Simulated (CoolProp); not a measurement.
A simple Rankine cycle with water: condensing at 326.15 K, boiler at 0.303 MPa, turbine inlet 447 K, turbine efficiency 0.6, pump efficiency 0.6, no recuperator. Each further row changes one setting.

Values from CoolProp's reference Helmholtz-energy equation of state, Wagner 2002.

| case | thermal efficiency (%) | net work (kJ/kg) | heat in (kJ/kg) | turbine exit temperature (K) | volume ratio over the turbine |
|---|---|---|---|---|---|
| as stated | 11.3 | 292 | 2590 | 326.1 | 15.2 |
| turbine inlet 467 K | 11.4 | 299 | 2630 | 326.1 | 14.7 |
| condensing temperature 318.15 K | 12.3 | 323 | 2620 | 318.1 | 22.0 |
| boiler pressure 0.212 MPa | 10.1 | 261 | 2590 | 326.1 | 10.7 |
| turbine efficiency 0.5 | 9.4 | 243 | 2590 | 326.1 | 15.5 |

The expansion ends wet for: as stated; turbine inlet 467 K; condensing temperature 318.15 K; boiler pressure 0.212 MPa; turbine efficiency 0.5.
